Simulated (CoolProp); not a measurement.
Vapour-liquid equilibrium of ethane (1) + C2F6 (R116) (2) at 1720 kPa; x and y are mole fractions of (1).

Values from CoolProp's multi-fluid Helmholtz-energy mixture model, Bücker 2006 and Lemmon 2006; pair parameters Bell 2016.

Give the bubble temperature and the first vapour's composition at x = 0.05, 0.25, 0.35. Is there an azeotrope?

x = 0.05: -5.3 °C, y = 0.089; x = 0.25: -14.0 °C, y = 0.375; x = 0.35: -16.8 °C, y = 0.472. y crosses x between x = 0.65 and 0.75: the model has an azeotrope there.

Pair parameters are fitted to limited data, so mixtures are less certain than the pure fluids.
